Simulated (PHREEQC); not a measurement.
# Brine

Dissolve 1.8 mol/kgw HCl, 0.11 mol/kgw FeCl2 and 0.13 mol/kgw NaCl at 85 °C. Closed to the air; pH follows from the charge balance.

The numbers come from PHREEQC with the acid-base model without metal-ligand complexes, phreeqc.dat.

This is a speciation only: nothing precipitates in the calculation.

### Question
Estimate the pH, activity of water.

### Answer
pH -0.10; activity of water 0.929.

The ionic strength is past about 0.7 mol/kgw, beyond the range of this activity model, so the values are rough. Species that the database lacks are ignored. Constants without temperature data keep their 25 °C values here.
